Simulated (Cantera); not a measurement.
A perfectly stirred reactor is fed with CH4 : O2 : N2 : CO2 = 1 : 2 : 7.52 : 0.26 (molar parts), equivalence ratio 1.0, at 37000 Pa; it is adiabatic with a 400 K inlet, and is followed from long to short residence time, starting on the burning branch (τ in s: 0.093, 0.042, 0.019, 0.0087, 0.004, 0.0018, 0.00082, 0.00037, 0.00017, 7.7e-05, 3.5e-05, 1.6e-05, 7.3e-06).

Cantera simulation using GRI-Mech 3.0 (53 species, 325 reactions); the numbers are that mechanism's predictions, not measurements.

x: mole fraction; the columns are a selection and need not sum to one.

```tsv
τ (s)	T (K)	x CH4	x O2	x CO2	x H2O2	x HCN	x OH	x HO2
0.093	2145	6.57e-6	0.0102	0.0977	4.09e-8	___	0.00506	7.29e-7
0.042	2108	1.16e-5	0.0120	0.0947	4.93e-8	3.18e-7	0.00580	9.34e-7
0.019	2062	2.06e-5	0.0143	0.0911	6.27e-8	3.43e-7	0.00659	1.26e-6
0.0087	2008	3.70e-5	0.0167	0.0874	8.24e-8	___	0.00730	1.75e-6
0.0040	1949	6.88e-5	0.0192	0.0838	1.10e-7	___	0.00782	2.43e-6
0.0018	1887	0.000138	0.0218	0.0802	1.48e-7	___	0.00806	3.40e-6
0.00082	1827	0.000292	0.0248	0.0762	1.96e-7	___	0.00794	4.86e-6
0.00037	1766	0.000704	0.0293	0.0704	2.53e-7	___	0.00725	7.98e-6
0.00017	1663	0.00283	0.0425	0.0557	3.41e-7	___	0.00444	2.62e-5
7.7e-5	400	0.0928	0.186	0.0241	<1e-12	<1e-12	<1e-12	<1e-12
3.5e-5	400	0.0928	0.186	0.0241	<1e-12	<1e-12	<1e-12	<1e-12
1.6e-5	400	0.0928	0.186	0.0241	<1e-12	<1e-12	<1e-12	<1e-12
7.3e-6	400	0.0928	0.186	0.0241	<1e-12	<1e-12	<1e-12	<1e-12
```

Task: Some entries are withheld; supply them.

Result: 
- 0.093, x HCN: 2.88e-7
- 0.0087, x HCN: 3.77e-7
- 0.0040, x HCN: 4.34e-7
- 0.0018, x HCN: 5.39e-7
- 0.00082, x HCN: 7.38e-7
- 0.00037, x HCN: 1.18e-6
- 0.00017, x HCN: 2.66e-6
